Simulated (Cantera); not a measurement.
Cantera with NASA thermochemical tables; ideal gases at 1 bar, condensed phases pure. Values are per mole of reaction as written; species without (g) are pure solids or liquids, kept so even where they would boil at 1 bar.

Between 300 and 1300 K, where is each reaction favourable under standard conditions?
- 2 VO2(g) + N2O(g) ⇌ V2O5 + N2(g)


- 2 VO2(g) + N2O(g) ⇌ V2O5 + N2(g): ΔG° is -1038 kJ at 300 K and -674 kJ at 1300 K; it stays negative (K > 1). ΔH° is -1054 kJ and ΔS° -292 J/K at 1300 K.
